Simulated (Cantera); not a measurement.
A closed system holds: 1 mol SiCl₄, 57 mol H₂, 0.018 mol HCl, at 0.0910 bar.

These are equilibrium values from Cantera (NASA tables, ideal gas, pure condensed phases), not measurements of a reactor. Candidate condensed phases: Si; 19 gas species. The tables' values for SiCl₃ are old estimates; treat these amounts as uncertain. Equilibrium is a limit: real reactors are often held back by kinetics, nucleation or transport. All values below are at 1348 K.

Base state: H₂ 0.943, HCl 0.0485, SiCl₂ 0.00699, SiCl₃ 0.000783, SiHCl₃ 0.000486, SiCl₄ 0.000440, SiH₂Cl₂ 7.81e-5 (mole fractions); condensed: Si(s).

Task: What changes in the equilibrium state with this change: HCl from 0.018 to 0.95 mol?

Result: 
```tsv
species	before	after
H₂	0.943	0.933
HCl	0.0485	0.0553
SiCl₂	0.00699	0.00921
SiCl₄	0.000440	0.000763
SiCl₃	0.000783	0.00118
SiHCl₃	0.000486	0.000730
SiH₂Cl₂	7.81e-5	0.000102
Si(s), mol	0.482	0.283
```

Task: What changes in the equilibrium state with this change: HCl from 0.018 to 4.3 mol?

Result: 
```tsv
species	before	after
H₂	0.943	0.892
HCl	0.0485	0.0918
SiCl₂	0.00699	0.00993
SiCl₄	0.000440	0.00237
SiCl₃	0.000783	0.00216
SiHCl₃	0.000486	0.00131
Si(s), mol	0.482	0
```
